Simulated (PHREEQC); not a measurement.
Ultrapure water in contact with air or piping: speciation

Model water analysis in mmol/kgw, 25 °C, pH 6.95, pe 10.9: Na 0.000835; K 2.35e-06; Ca 0.00131; Mg 0.000415; Cl 0.00249; S(6) 8.71e-05; Alkalinity (meq/kgw) 0.00167; Si 4.92e-06.

Valence states are taken as typed.

Equilibrium calculation in PHREEQC: ion-association model, wateq4f.dat.

No solid was allowed to form.

Problem. What charge-balance error does the model give?

Solution. charge-balance error -0.5 %.

Problem. In which forms is C present?

Solution. HCO3- 80 %, CO2 20 % of the C.
